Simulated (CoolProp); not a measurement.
Computed with CoolProp (reference Helmholtz-energy equation of state, Zhou 2012).

For o-xylene, give the phase and the density (kg/m³), speed of sound (m/s), Joule-Thomson coefficient (K/MPa), expansivity (1/kK) at 538.9 K and 1.27 MPa; 579.5 K and 1.27 MPa.


- 538.9 K and 1.27 MPa: liquid; density 628, speed of sound 457, Joule-Thomson coefficient 0.215, expansivity 2.54
- 579.5 K and 1.27 MPa: gas; density 34.8, speed of sound 176, Joule-Thomson coefficient 13.1, expansivity 3.61
